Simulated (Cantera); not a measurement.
Source: NASA polynomial tables (part measured, part estimated), evaluated in Cantera. Values are per mole of reaction as written; species without (g) are pure solids or liquids, kept so even where they would boil at 1 bar.

Q: Between 1323 and 1823 K, where is each reaction favourable under standard conditions?
- 4 TaO2(g) + 2 NO(g) → 2 Ta2O5 + N2(g)

A: 
- 4 TaO2(g) + 2 NO(g) → 2 Ta2O5 + N2(g): ΔG° is -2141 kJ at 1323 K and -1685 kJ at 1823 K; it stays negative (K > 1). ΔH° is -3312 kJ and ΔS° -892 J/K at 1823 K.
